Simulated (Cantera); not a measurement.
Cantera run, input and output.

```python
import numpy as np
import cantera as ct

gas = ct.Solution("gri30.yaml")
gas.TPX = 1473, 890, {'CH4': 1, 'H2': 4.6}
reactor = ct.IdealGasConstPressureReactor(gas, energy="off", clone=False)
net = ct.ReactorNet([reactor])
net.rtol, net.atol = 1e-08, 1e-18
show = ['CH4', 'H2', 'C2H2', 'C2H', 'H', 'C2H6']
times = np.geomspace(4e-05, 5, 9)

steps = ct.SolutionArray(gas, extra=["t"])
rows = []
print(f"{'t/s':>10s}{'T/K':>9s}{'P/Pa':>11s}" + "".join(f"{s:>11s}" for s in show))
for t in times:
    while net.time < t:
        t_next = net.step()
        steps.append(gas.state, t=t_next)
    rows.append([np.interp(t, steps.t, y) for y in (steps.T, steps.P, *steps(*show).X.T)])
    print(f"{t:10.3e}{rows[-1][0]:9.1f}{rows[-1][1]:11.4g}" + "".join(f"{x:11.3e}" for x in rows[-1][2:]))
rate = np.gradient(steps.T, steps.t)
print("integrator steps:", len(steps.t))
if steps.T.max() > steps.T[0] + 200:
    print(f"time of steepest temperature rise: {steps.t[rate.argmax()]:.4e} s")
gas.TPX = 1473, 890, {'CH4': 1, 'H2': 4.6}
gas.equilibrate("TP")
print(f"equilibrium (TP): T = {gas.T:.1f} K  " + "  ".join(f"{s} {gas[s].X[0]:.3e}" for s in show))
```

Result:

```
       t/s      T/K       P/Pa        CH4         H2       C2H2        C2H          H       C2H6
 4.000e-05   1473.0        890  1.786e-01  8.214e-01  2.456e-22  7.577e-33  1.767e-08  2.202e-16
 1.734e-04   1473.0        890  1.786e-01  8.214e-01  3.451e-19  3.336e-29  5.126e-08  2.749e-14
 7.521e-04   1473.0        890  1.786e-01  8.214e-01  2.963e-16  1.058e-25  1.852e-07  2.790e-12
 3.261e-03   1473.0        890  1.786e-01  8.214e-01  1.426e-13  2.109e-22  7.658e-07  2.365e-10
 1.414e-02   1473.0        890  1.786e-01  8.214e-01  6.238e-11  3.953e-19  3.278e-06  1.750e-08
 6.132e-02   1473.0        890  1.785e-01  8.214e-01  3.544e-08  9.529e-16  1.390e-05  8.806e-07
 2.659e-01   1473.0        890  1.780e-01  8.216e-01  2.428e-05  2.276e-12  4.852e-05  1.271e-05
 1.153e+00   1473.0        890  1.735e-01  8.241e-01  1.490e-03  1.804e-10  6.287e-05  1.896e-05
 5.000e+00   1473.0        890  1.552e-01  8.346e-01  9.322e-03  1.159e-09  6.538e-05  1.575e-05
integrator steps: 420
equilibrium (TP): T = 1473.0 K  CH4 2.452e-03  H2 9.227e-01  C2H2 7.450e-02  C2H 1.662e-08  H 1.297e-04  C2H6 1.984e-08
```

Detailed kinetics in Cantera: GRI-Mech 3.0 (53 species, 325 reactions). GRI-Mech 3.0 stops at C3 and has no aromatics, soot or wall deposition, so with more carbon than oxygen in the feed, carbon stays in small species such as C2H2 where larger ones or solid carbon would form. Radical loss at walls, strong at low pressure, is not modelled.
